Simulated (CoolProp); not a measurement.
Properties of propylene at several states.

Model: reference Helmholtz-energy equation of state, Lemmon 2013, in CoolProp.

```tsv
T (°C)	p (MPa)	phase	isothermal compressibility (1/MPa)	fugacity coefficient
149.85	0.925	gas	[?]	0.9572
-41.35	9.1	liquid	[?]	[?]
-14.45	0.0169	gas	59.39	0.9963
-6.05	0.112	gas	9.141	0.9778
```

Q: Fill in the missing entries.

A: 
- 149.85, isothermal compressibility (1/MPa): 1.132
- -41.35, isothermal compressibility (1/MPa): 0.001721
- -41.35, fugacity coefficient: 0.01941
